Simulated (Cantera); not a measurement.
An isothermal, constant-pressure homogeneous reactor starts with 2.74 % H2, 30.4 % O2, 66.9 % N2, equivalence ratio 0.045, at 1075 K and 100000 Pa.

Detailed kinetics in Cantera: the H2/O2 subset of GRI-Mech 3.0, which has no nitrogen chemistry.

x: mole fraction; the columns are a selection and need not sum to one.

```tsv
t (s)	x H2	x O2	x H	x OH	x H2O2	x O	x H2O
4.00e-6	0.0274	0.304	1.02e-10	4.04e-11	<1e-12	5.67e-11	3.24e-11
1.39e-5	0.0274	0.304	3.77e-10	2.46e-10	<1e-12	4.68e-10	6.79e-10
4.80e-5	0.0274	0.304	7.93e-9	5.95e-9	1.00e-11	1.25e-8	3.34e-8
0.000167	0.0265	0.303	?	?	?	?	?
0.000577	0.00183	0.295	1.05e-5	9.56e-5	6.38e-6	0.000117	0.0258
0.00200	0.000501	0.294	6.52e-7	2.41e-5	2.65e-6	2.11e-5	0.0272
0.00693	0.000121	0.294	5.88e-8	9.77e-6	5.06e-7	4.26e-6	0.0276
0.0240	1.54e-5	0.294	3.36e-9	4.59e-6	4.05e-8	5.19e-7	0.0277
0.0833	?	0.294	7.72e-11	?	?	?	0.0277
0.289	5.23e-9	0.294	2.49e-12	9.24e-7	1.26e-9	8.95e-9	0.0277
1.00	8.53e-11	0.294	<1e-12	4.70e-7	3.34e-10	2.34e-9	0.0277
```

Problem. Fill in the missing entries.

Solution. 
- 0.000167, x H: 0.000125
- 0.000167, x OH: 0.000119
- 0.000167, x H2O2: 2.31e-6
- 0.000167, x O: 0.000181
- 0.000167, x H2O: 0.000737
- 0.0833, x H2: 6.28e-7
- 0.0833, x OH: 2.06e-6
- 0.0833, x H2O2: 5.99e-9
- 0.0833, x O: 4.97e-8
